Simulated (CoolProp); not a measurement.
Saturation properties of chlorine.

Computed with CoolProp (reference Helmholtz-energy equation of state, Thol 2021).

```
T (°C)     p (kPa)  liquid density (kg/m³)  vapour density (kg/m³)  enthalpy of vaporisation (kJ/kg)
------  ----------  ----------------------  ----------------------  --------------------------------
-13.05       234.3                    1505                   8.067                        (withheld)
-4.75        314.1                    1482              (withheld)                             269.2
3.55         412.9                    1457                   13.69                             263.7
11.85        533.5                    1433                   17.41                             257.8
20.05        676.6                    1408                   21.81                        (withheld)
28.35        848.6                    1382                   27.08                             245.3
36.65         1051                    1356                   33.29                        (withheld)
44.95         1285                    1328                   40.55                             231.1
53.25   (withheld)                    1300                   49.01                             223.4
61.55         1865                    1270              (withheld)                             215.1
69.85         2215                    1239                   70.27                             206.2
78.15         2609                    1207                   83.56                             196.6
```

Q: Complete the blanks.

A: 
- -13.05, enthalpy of vaporisation (kJ/kg): 274.5
- -4.75, vapour density (kg/m³): 10.60
- 20.05, enthalpy of vaporisation (kJ/kg): 251.8
- 36.65, enthalpy of vaporisation (kJ/kg): 238.4
- 53.25, p (kPa): 1556
- 61.55, vapour density (kg/m³): 58.84

It boils at -34.0 °C under 1 atm.
